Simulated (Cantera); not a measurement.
Charge: 1 mol c-C₄F₈, 5.8 mol H₂, equilibrated at 5.10 Pa.

Equilibrium computed with Cantera from the NASA thermochemical tables; the gas is ideal and each condensed phase is pure. Candidate condensed phases: C, C₆H₆, C₇H₈, C₈H₁₈; 95 gas species. The feed counts by its element totals alone. Rates play no part.

**Question.** Which condensed phases are stable at each of these points (T (K)): 600, 800, 1000, 1200, 1400, 1600, 1800, 2000, 2200, 2400, 2600, 2800?

**Answer.** 
```
T (K)  condensed phases  C condensed (%)
-----  ----------------  ---------------
600         C(graphite)            100.0
800         C(graphite)            100.0
1000        C(graphite)            100.0
1200        C(graphite)            100.0
1400        C(graphite)            100.0
1600        C(graphite)            100.0
1800        C(graphite)            100.0
2000        C(graphite)             99.9
2200        C(graphite)             99.8
2400        C(graphite)             97.7
2600        C(graphite)             45.5
2800           gas only              0.0
```

From 600 K to 2600 K the condensed part is C(graphite). At 2800 K nothing is condensed.
